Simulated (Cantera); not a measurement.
Cantera run, input and output.

```python
import numpy as np
import cantera as ct

gas = ct.Solution("gri30.yaml")
gas.TPX = 1298, 100000, {'C3H8': 1, 'O2': 5.62, 'N2': 21.1}
reactor = ct.IdealGasConstPressureReactor(gas, energy="on", clone=False)
net = ct.ReactorNet([reactor])
net.rtol, net.atol = 1e-08, 1e-16
show = ['C3H8', 'O2', 'CO2', 'HCO', 'CO', 'C2H2']
times = np.geomspace(8e-06, 6, 14)

steps = ct.SolutionArray(gas, extra=["t"])
rows = []
print(f"{'t/s':>10s}{'T/K':>9s}{'P/Pa':>11s}" + "".join(f"{s:>11s}" for s in show))
for t in times:
    while net.time < t:
        t_next = net.step()
        steps.append(gas.state, t=t_next)
    rows.append([np.interp(t, steps.t, y) for y in (steps.T, steps.P, *steps(*show).X.T)])
    print(f"{t:10.3e}{rows[-1][0]:9.1f}{rows[-1][1]:11.4g}" + "".join(f"{x:11.3e}" for x in rows[-1][2:]))
rate = np.gradient(steps.T, steps.t)
print("integrator steps:", len(steps.t))
if steps.T.max() > steps.T[0] + 200:
    print(f"time of steepest temperature rise: {steps.t[rate.argmax()]:.4e} s")
gas.TPX = 1298, 100000, {'C3H8': 1, 'O2': 5.62, 'N2': 21.1}
gas.equilibrate("HP")
print(f"equilibrium (HP): T = {gas.T:.1f} K  " + "  ".join(f"{s} {gas[s].X[0]:.3e}" for s in show))
```

It prints:

```
       t/s      T/K       P/Pa       C3H8         O2        CO2        HCO         CO       C2H2
 8.000e-06   1297.8      1e+05  3.605e-02  2.027e-01  4.748e-10  5.601e-12  2.593e-09  2.812e-11
 2.265e-05   1297.5      1e+05  3.599e-02  2.027e-01  1.140e-08  1.124e-10  5.962e-08  6.540e-10
 6.411e-05   1296.9      1e+05  3.568e-02  2.025e-01  3.368e-07  3.100e-09  2.407e-06  2.303e-08
 1.815e-04   1297.0      1e+05  3.450e-02  2.019e-01  2.774e-06  1.809e-08  3.990e-05  4.337e-07
 5.138e-04   1300.7      1e+05  3.044e-02  1.992e-01  1.391e-05  9.648e-08  4.666e-04  5.934e-06
 1.455e-03   2620.9      1e+05  4.196e-46  3.517e-02  6.820e-02  1.785e-08  3.294e-02  1.490e-19
 4.118e-03   2648.9      1e+05  5.120e-46  3.186e-02  7.058e-02  1.479e-08  3.086e-02  1.736e-19
 1.166e-02   2643.6      1e+05  5.580e-46  3.013e-02  7.056e-02  1.464e-08  3.090e-02  1.752e-19
 3.300e-02   2643.1      1e+05  5.624e-46  2.997e-02  7.056e-02  1.462e-08  3.091e-02  1.754e-19
 9.342e-02   2643.1      1e+05  5.624e-46  2.997e-02  7.056e-02  1.462e-08  3.091e-02  1.754e-19
 2.645e-01   2643.1      1e+05  5.624e-46  2.997e-02  7.056e-02  1.462e-08  3.091e-02  1.754e-19
 7.487e-01   2643.1      1e+05  5.624e-46  2.997e-02  7.056e-02  1.462e-08  3.091e-02  1.754e-19
 2.119e+00   2643.1      1e+05  5.624e-46  2.997e-02  7.056e-02  1.462e-08  3.091e-02  1.754e-19
 6.000e+00   2643.1      1e+05  5.624e-46  2.997e-02  7.056e-02  1.462e-08  3.091e-02  1.754e-19
integrator steps: 1998
time of steepest temperature rise: 1.0102e-03 s
equilibrium (HP): T = 2643.1 K  C3H8 1.027e-45  O2 2.997e-02  CO2 7.056e-02  HCO 1.462e-08  CO 3.091e-02  C2H2 1.886e-19
```

Detailed kinetics in Cantera: GRI-Mech 3.0 (53 species, 325 reactions). GRI-Mech 3.0 was tuned for natural gas; its chemistry of propane as a main component is partial and can be far from experiment.
